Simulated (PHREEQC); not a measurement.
Dissolve 0.048 mol/kgw NH4BF4, 3.8e-05 mol/kgw HBF4 and 0.00038 mol/kgw Na2SO4 at 75 °C. It is in equilibrium with CO2 at log p = -3.5 (atm). Otherwise closed; pH follows from the charge balance.

Model: ion-association model, phreeqc.dat, run in PHREEQC.

Precipitation was switched off in this run.

Q: Order these B species by the share of B that they hold, largest first: BF3OH-, BF2(OH)2-, BF4-, H3BO3.

A: BF4- (84 %), BF3OH- (6.6 %), H3BO3 (5.2 %), BF2(OH)2- (4.0 %)

The pH is 2.95 and the ionic strength 0.0503 mol/kgw. Species that the database lacks are ignored. Away from 25 °C the constants follow the database's enthalpies or fits; those with neither stay at their 25 °C values. Real BF4- forms and hydrolyses slowly; the run takes it at equilibrium.
